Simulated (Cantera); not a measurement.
Input: 1 mol C3H6, 1.8 mol H2, 4.3 mol H2O, held at 3000 K and 750 Torr.

Cantera equilibrium calculation (NASA polynomials, part measured and part estimated; ideal gas, pure solids and liquids). Candidate condensed phases: C, C6H6, C7H8, C8H18, H2O; 110 gas species. Kinetics and transport are ignored.

Base state: H2 0.554, CO 0.227, H 0.118, H2O 0.0886, OH 0.00624, CO2 0.00491, O 0.000811, O2 5.13e-5 (mole fractions); condensed: gas only.

Q: What changes in the equilibrium state with this change: H2O from 4.3 to 3.2 mol?

A: 
```csv
species,before,after
H2,0.554,0.605
CO,0.227,0.255
H,0.118,0.123
H2O,0.0886,0.0151
O2,5.13e-5,1.24e-6
O,0.000811,0.000126
```

Q: What changes in the equilibrium state with this change: temperature from 3000 K to 1200 K?

A: 
```
species    before     after
-------  --------  --------
H2          0.554     0.665
CO          0.227     0.226
H2O        0.0886    0.0864
H           0.118   1.61e-7
CO2       0.00491    0.0214
OH        0.00624     <1e-9
O        0.000811     <1e-9
CH4         <1e-9  0.000316
O2        5.13e-5     <1e-9
```
